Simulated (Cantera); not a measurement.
What does this Cantera script print?

```python
import numpy as np
import cantera as ct

gas_names = [...]  # 109 gases of nasa_gas.yaml made of C, Cl, H, Si
cond_names = """
    C(gr) C6H6(L) C7H8(L) C8H18(L),n-octa Si(cr) Si(L) SiC(b)
""".split()


# ... load() reads the species with a 1 bar reference pressure and builds the phases ...
atoms = {
    'SiHCl3': {'Si': 1, 'H': 1, 'CL': 3},
    'C2H4': {'C': 2, 'H': 4},
    'H2': {'H': 2},
}
top_T = {'C(gr)': 4500, 'SiC(b)': 3050}  # K; cautious upper limits of use, not melting points


# ... equilibrate(T, P, feed) seeds the gas with the atoms and calls Mixture.equilibrate('TP', solver="vcs", rtol=1e-11, max_steps=5000) ...
results = []
feed = {'SiHCl3': 1, 'C2H4': 0.04, 'H2': 130}  # mol
T = 2525  # K
P = 3500  # Pa
mix = equilibrate(T, P, feed)
results.append((T, P, feed, dict(zip(mix.species_names, mix.species_moles))))
x = sorted(zip(gas.X, gas.species_names), reverse=True)
print(f"T = {T:g} K  P = {P:g} Pa  gas = {mix.phase_moles(0):.4g} mol")
print("   x: " + "  ".join(f"{s} {v:.3e}" for v, s in x if v > 1e-05))
print("   condensed (mol): " + ("  ".join(f"{mix.phase(i).name} {mix.phase_moles(i):.4g}"
      for i in range(1, mix.n_phases) if mix.phase_moles(i) > 1e-12) or "none"))
```

Output:

```
T = 2525 K  P = 3500 Pa  gas = 143 mol
   x: H2 8.350e-01  H 1.369e-01  HCL 1.868e-02  Si 6.454e-03  CL 2.160e-03  SiH 2.808e-04  C2H2,acetylene 2.230e-04  SiCL 9.824e-05  SiC2 3.998e-05  SiH2 3.691e-05  SiCL2 2.385e-05  Si2C 2.285e-05
   condensed (mol): none
```

Equilibrium computed with Cantera from the NASA thermochemical tables; the gas is ideal and each condensed phase is pure. The tables' values for SiCl are old estimates; treat these amounts as uncertain. Gases not in the tables: Si2H6 and higher silanes.
